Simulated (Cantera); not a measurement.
**Equilibrium for halide evaporation, hydrolysis and transport: MgF₂ + H₂ + N₂**

Feed: 1 mol MgF₂, 0.49 mol H₂, 260 mol N₂, equilibrated at 10.0 mbar.

These are equilibrium values from Cantera (NASA tables, ideal gas, pure condensed phases), not measurements of a reactor. Candidate condensed phases: Mg, MgF₂; 28 gas species. Rates play no part.

| T (°C) | x N₂ | x HF | x MgF₂ | x H₂ | x Mg | x MgF | n MgF₂(s) |
|---|---|---|---|---|---|---|---|
| 500 | 0.998 | 2.65e-11 | <1e-12 | 0.00188 | 1.32e-11 | <1e-12 | 1.00 |
| 650 | 0.998 | 1.08e-8 | 3.09e-11 | 0.00188 | 5.41e-9 | 3.42e-12 | 1.000 |
| 800 | 0.998 | 8.03e-7 | 3.33e-8 | 0.00188 | 4.00e-7 | 2.48e-9 | 1.000 |
| 950 | 0.998 | 2.04e-5 | 6.15e-6 | 0.00187 | 1.00e-5 | 3.43e-7 | 0.996 |
| 1100 | 0.998 | 0.000248 | 0.000349 | 0.00176 | 0.000117 | 1.53e-5 | 0.875 |
| 1250 | 0.994 | 0.00120 | 0.00314 | 0.00127 | 0.000526 | 0.000151 | 0 |
| 1400 | 0.993 | 0.00209 | 0.00264 | 0.000808 | 0.000916 | 0.000263 | 0 |
| 1550 | 0.993 | 0.00289 | 0.00218 | 0.000381 | 0.00126 | 0.000378 | 0 |
| 1700 | 0.993 | 0.00333 | 0.00191 | 0.000130 | 0.00142 | 0.000484 | 0 |
| 1850 | 0.992 | 0.00345 | 0.00179 | 3.75e-5 | 0.00144 | 0.000586 | 0 |
| 2000 | 0.992 | 0.00343 | 0.00171 | 1.16e-5 | 0.00142 | 0.000686 | 0 |
x: gas mole fraction; n: condensed amount in mol.

From 500 °C to 1100 °C the condensed part is MgF₂(s). From 1250 °C to 2000 °C nothing is condensed.
